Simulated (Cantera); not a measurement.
Input: 1 mol SiH₂Cl₂, 51 mol H₂, held at 13.3 mbar.

Equilibrium computed with Cantera from the NASA thermochemical tables; the gas is ideal and each condensed phase is pure. Candidate condensed phases: Si; 19 gas species. Gases not in the tables: Si₂H₆ and higher silanes. Equilibrium is a limit: real reactors are often held back by kinetics, nucleation or transport.

What share of the Si ends up in condensed phases as a function of T (K), at 1298, 1398, 1498, 1598, 1698, 1798, 1898, 1998, 2098, 2198?


```csv
T (K),Si condensed (%),as
1298,84.4,Si(s)
1398,83.6,Si(s)
1498,82.7,Si(s)
1598,81.8,Si(s)
1698,80.9,Si(l)
1798,81.3,Si(l)
1898,78.2,Si(l)
1998,65.1,Si(l)
2098,25.0,Si(l)
2198,0.0,-
```
